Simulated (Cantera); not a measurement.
A Cantera script and what it prints.

```python
import numpy as np
import cantera as ct

gas_names = """
    Mg MgO MgS Mg2 O O2 O3 S SO SO2 SO3 S2 S2O S8
""".split()
cond_names = """
    Mg(cr) Mg(L) MgO(s) MgO(L) MgS(s) MgSO4(s) MgSO4(L) S(cr1) S(cr2) S(L)
""".split()


# ... load() reads the species with a 1 bar reference pressure and builds the phases ...
atoms = {
    'MgO': {'Mg': 1, 'O': 1},
    'SO2': {'S': 1, 'O': 2},
    'O2': {'O': 2},
}
top_T = {'MgS(s)': 2250}  # K; cautious upper limits of use, not melting points


# ... equilibrate(T, P, feed) seeds the gas with the atoms and calls Mixture.equilibrate('TP', solver="vcs", rtol=1e-11, max_steps=5000) ...
results = []
feed = {'MgO': 1, 'SO2': 2.5, 'O2': 0.81}  # mol
T = 1125  # K
for P in [1000, 4600, 21000, 96000, 440000, 2000000]:
    mix = equilibrate(T, P, feed)
    results.append((T, P, feed, dict(zip(mix.species_names, mix.species_moles))))

top = {s: max(r[3][s] / sum(r[3][g] for g in gas_names) for r in results) for s in gas_names}
cols = sorted((s for s in top if top[s] > 0.001), key=lambda s: -top[s])[:5]
seen = [c for c in cond_names if any(r[3].get(c, 0) > 1e-12 for r in results)]
print("log10 of partial pressures in bar; condensed amounts in mol")
print(f"{'P/Pa':>10s}" + "".join(f"{s[:9]:>10s}" for s in cols + seen))
for T, P, feed, n in results:
    ng = sum(n[g] for g in gas_names)
    print(f"{P:10.4g}" + "".join(f"{np.log10(max(n[s] / ng * P / 1e5, 1e-99)):10.3f}" for s in cols)
          + "".join(f"{n.get(c, 0):10.4g}" for c in seen))
```

Output:

```
log10 of partial pressures in bar; condensed amounts in mol
      P/Pa       SO2       SO3        O2    MgO(s)  MgSO4(s)
      1000    -2.128    -3.749    -2.623         1         0
      4600    -1.429    -2.808    -2.141         0         1
   2.1e+04    -0.781    -1.850    -1.521         0         1
   9.6e+04    -0.140    -0.919    -0.941         0         1
   4.4e+05     0.492    -0.033    -0.432         0         1
     2e+06     1.114     0.784    -0.043         0         1
```

Method: chemical equilibrium by Gibbs-energy minimisation in Cantera with the NASA 1993 tables (ideal gas, pure condensed phases).
